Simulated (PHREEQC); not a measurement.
Solution (47 °C): 0.02 mol Cu(NO3)2, 0.0011 mol H2SO4 and 0.068 mol KCl per kg of water. Closed to the air; pH follows from the charge balance.

Computed with PHREEQC (ion-association model, phreeqc.dat).

No solid was allowed to form.

### Question
Order these S species by the share of S that they hold, largest first: HSO4-, KSO4-, SO4-2, CuSO4.

### Answer
SO4-2 (55 %), CuSO4 (26 %), KSO4- (12 %), HSO4- (6.8 %)

The pH is 2.76 and the ionic strength 0.124 mol/kgw. Constants without temperature data keep their 25 °C values here.
